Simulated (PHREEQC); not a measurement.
Consider water at 25 °C with 0.067 mol/kgw H2SO4, 0.063 mol/kgw CuSO4 and 0.0015 mol/kgw Na2SO4. It is in equilibrium with CO2 at log p = -2 (atm). Otherwise closed; pH follows from the charge balance.

Equilibrium calculation in PHREEQC: ion-association model, wateq4f.dat.

Precipitation was switched off in this run.

Question: Order these S species by the share of S that they hold, largest first: HSO4-, SO4-2, CuSO4, NaSO4-.

Answer: HSO4- (53 %), SO4-2 (28 %), CuSO4 (19 %), NaSO4- (0.11 %)

The pH is 1.30 and the ionic strength 0.218 mol/kgw.
